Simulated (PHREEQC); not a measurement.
**Acid rinse or clean: an equilibrium model**

Make-up at 20 °C: 0.094 mol H2SO4, 0.0012 mol CaCl2, 0.3 mol MgCl2 and 0.074 mol NH4Br per kg of water. Closed to the air; pH follows from the charge balance.

Model: ion-association model, wateq4f.dat, run in PHREEQC.

This is a speciation only: nothing precipitates in the calculation.

Estimate the pH, activity of water.

pH 0.96; activity of water 0.979.

In which forms is S present?

HSO4- 43 %, MgSO4 36 %, SO4-2 18 %, NH4SO4- 3.1 % of the S.

Caution: at this ionic strength the ion-association model is outside its range; a Pitzer model would be the better tool where its parameters exist.
